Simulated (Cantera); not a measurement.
## Premixed flame

A freely propagating, adiabatic, planar premixed flame of 21.9 % H2, 16.4 % O2, 61.7 % N2, unburnt at 675 K and 5.00 bar; unity-Lewis-number transport, grid criteria slope 0.08 and curve 0.16, no radiation.

Cantera simulation using the H2/O2 subset of GRI-Mech 3.0, which has no nitrogen chemistry; the numbers are that mechanism's predictions, not measurements. The hydrogen kinetics of GRI-Mech 3.0 are dated; newer H2 mechanisms differ, most at raised pressure. Unity Lewis numbers drop preferential diffusion, which matters most where H2 and H carry the flame. Burning velocities carry a grid error of a few per cent, more on coarse grids. Lean hydrogen flames are cellular in practice and burn faster than this planar one.

| z (mm) | T (K) | u (m/s) | x H2 | x O2 | x H2O2 | x O | x OH | x HO2 |
|---|---|---|---|---|---|---|---|---|
| -0.137 | 675 | 4.77 | 0.219 | 0.164 | <1e-8 | <1e-8 | <1e-8 | 8.27e-8 |
| -0.0911 | 675 | 4.77 | 0.219 | 0.164 | 1.02e-7 | <1e-8 | <1e-8 | 1.56e-6 |
| -0.0683 | 676 | 4.78 | 0.219 | 0.164 | 4.69e-7 | 3.11e-8 | <1e-8 | 7.20e-6 |
| -0.0455 | 686 | 4.84 | 0.218 | 0.163 | 3.23e-6 | 7.29e-7 | 7.27e-8 | 5.11e-5 |
| -0.0228 | 818 | 5.72 | 0.203 | 0.155 | 2.86e-5 | 6.78e-5 | 8.52e-5 | 0.000525 |
| -0.0114 | 1116 | 7.66 | 0.160 | 0.135 | 3.80e-5 | 0.000935 | 0.00119 | 0.000541 |
| 0 | 1493 | 9.99 | 0.0853 | 0.0996 | 1.25e-5 | 0.00529 | 0.00578 | 0.000298 |
| 0.0114 | 1742 | 11.4 | 0.0365 | 0.0735 | 4.99e-6 | 0.00993 | 0.0119 | 0.000170 |
| 0.0228 | 1880 | 12.2 | 0.0210 | 0.0642 | 3.20e-6 | 0.0105 | 0.0148 | 0.000114 |
| 0.0455 | 2018 | 13.0 | 0.0131 | 0.0603 | 2.01e-6 | 0.00775 | 0.0152 | 6.85e-5 |
| 0.0911 | 2131 | 13.6 | 0.00761 | 0.0591 | 1.31e-6 | 0.00434 | 0.0130 | 3.59e-5 |
| 0.182 | 2204 | 13.9 | 0.00371 | 0.0589 | 8.77e-7 | 0.00206 | 0.00979 | 1.74e-5 |
| 0.364 | 2243 | 14.2 | 0.00163 | 0.0592 | 6.27e-7 | 0.000911 | 0.00683 | 9.32e-6 |
x: mole fraction of selected species; z is measured from the peak of heat release.

```yaml
laminar_burning_velocity: 477 cm/s
thermal_thickness: 0.0455 mm
peak x(H2O2): 3.97e-5
peak x(O): 0.0107
peak x(OH): 0.0154
peak x(HO2): 0.000630
```
